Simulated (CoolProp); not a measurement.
Saturation properties of p-xylene.

Model: reference Helmholtz-energy equation of state, Zhou 2012, in CoolProp.

| T (K) | p (kPa) | vapour Z | liquid viscosity (µPa s) |
|---|---|---|---|
| 413.9 | 108.1 | 0.9507 | … |
| 419 | 123.4 | 0.9461 | 209 |
| 424.2 | 140.7 | 0.9410 | … |
| 429.3 | 159.5 | 0.9358 | 194 |
| 434.4 | 180.2 | 0.9303 | … |
| 439.6 | 203.4 | 0.9243 | 181 |
| 444.7 | 228.3 | 0.9182 | 174 |
| 449.8 | 255.5 | 0.9117 | 168 |
| 455 | 285.7 | 0.9048 | 162 |
| 460.1 | 317.9 | 0.8977 | 157 |
| 465.2 | 352.8 | 0.8902 | 151 |

Question: Complete the blanks.

Answer: 
- 413.9, liquid viscosity (µPa s): 216
- 424.2, liquid viscosity (µPa s): 201
- 434.4, liquid viscosity (µPa s): 187

It boils at 411.5 K under 1 atm.

Viscosity comes from a separate model (Balogun 2015).
